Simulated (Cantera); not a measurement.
# Boron, boron nitride and boron oxide: BF3 + H2 + N2

A closed system holds: 1 mol BF3, 1 mol H2, 0.47 mol N2, equilibrated at 0.00133 bar.

Method: chemical equilibrium by Gibbs-energy minimisation in Cantera with the NASA 1993 tables (ideal gas, pure condensed phases). Candidate condensed phases: B, BN; 31 gas species. N2 is the only nitrogen source here; it is nearly inert below about 1500 K, so the nitride shown seldom forms there in practice. The tables' values for BF2 are old estimates; treat these amounts as uncertain. Equilibrium is a limit: real reactors are often held back by kinetics, nucleation or transport.

From 1000 K to 1400 K the condensed part is BN(s). The main B-bearing gas is BF3 throughout.

```tsv
T (K)	x BF3	x H2	x N2	x HF	n BN(s)
1000	0.400	0.397	0.188	0.0151	0.0124
1050	0.399	0.396	0.187	0.0171	0.0140
1100	0.398	0.395	0.187	0.0191	0.0156
1150	0.398	0.394	0.187	0.0211	0.0171
1200	0.397	0.393	0.187	0.0231	0.0186
1250	0.396	0.392	0.186	0.0252	0.0200
1300	0.395	0.391	0.186	0.0272	0.0212
1350	0.393	0.389	0.186	0.0292	0.0220
1400	0.391	0.388	0.186	0.0311	0.0220
```
x: gas mole fraction; n: condensed amount in mol.
